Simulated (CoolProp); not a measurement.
R365MFC at 298.15 K and 0.0308 MPa is compressed adiabatically to 0.215 MPa with isentropic efficiency 0.9. Each further row changes one setting.

Model: reference Helmholtz-energy equation of state, Lemmon 2016, in CoolProp.

```csv
case,work (kJ/kg),final temperature (K),final phase,final density (kg/m³)
as stated,36.8,338.5,gas,12.2
efficiency 1,33.1,336.1,"two-phase, vapour fraction 0.994",12.4
efficiency 0.65,50.9,351.1,gas,11.7
```
